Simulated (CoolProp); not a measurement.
Saturation properties of nitrous oxide (Tc = 309.5 K, pc = 7245 kPa, ω = 0.161).

The numbers come from the reference Helmholtz-energy equation of state, Lemmon 2006 in CoolProp. It is a short technical equation, of lower accuracy than the large ones.

```json
[
 {"T (K)": "212", "p (kPa)": "408.8", "vapour density (kg/m³)": "10.98", "liquid cp (kJ/(kg K))": "1.764"},
 {"T (K)": "215.4", "p (kPa)": "473.0", "vapour density (kg/m³)": "12.61", "liquid cp (kJ/(kg K))": "1.773"},
 {"T (K)": "218.8", "p (kPa)": "544.5", "vapour density (kg/m³)": "14.41", "liquid cp (kJ/(kg K))": "1.784"},
 {"T (K)": "222.1", "p (kPa)": "621.4", "vapour density (kg/m³)": "16.35", "liquid cp (kJ/(kg K))": "1.796"},
 {"T (K)": "225.5", "p (kPa)": "708.8", "vapour density (kg/m³)": "18.55", "liquid cp (kJ/(kg K))": "1.809"},
 {"T (K)": "228.9", "p (kPa)": "805.1", "vapour density (kg/m³)": "20.98", "liquid cp (kJ/(kg K))": "1.824"},
 {"T (K)": "232.3", "p (kPa)": "910.8", "vapour density (kg/m³)": "23.65", "liquid cp (kJ/(kg K))": "1.840"},
 {"T (K)": "235.7", "p (kPa)": "1026", "vapour density (kg/m³)": "26.59", "liquid cp (kJ/(kg K))": "1.858"},
 {"T (K)": "239.1", "p (kPa)": "1153", "vapour density (kg/m³)": "29.81", "liquid cp (kJ/(kg K))": "1.877"},
 {"T (K)": "242.4", "p (kPa)": "1286", "vapour density (kg/m³)": "33.24", "liquid cp (kJ/(kg K))": "1.899"},
 {"T (K)": "245.8", "p (kPa)": "1434", "vapour density (kg/m³)": "37.09", "liquid cp (kJ/(kg K))": "1.923"},
 {"T (K)": "249.2", "p (kPa)": "1595", "vapour density (kg/m³)": "41.32", "liquid cp (kJ/(kg K))": "1.949"},
 {"T (K)": "252.6", "p (kPa)": "1768", "vapour density (kg/m³)": "45.94", "liquid cp (kJ/(kg K))": "1.979"},
 {"T (K)": "256", "p (kPa)": "1955", "vapour density (kg/m³)": "51.00", "liquid cp (kJ/(kg K))": "2.013"}
]
```

It boils at 184.7 K under 1 atm.
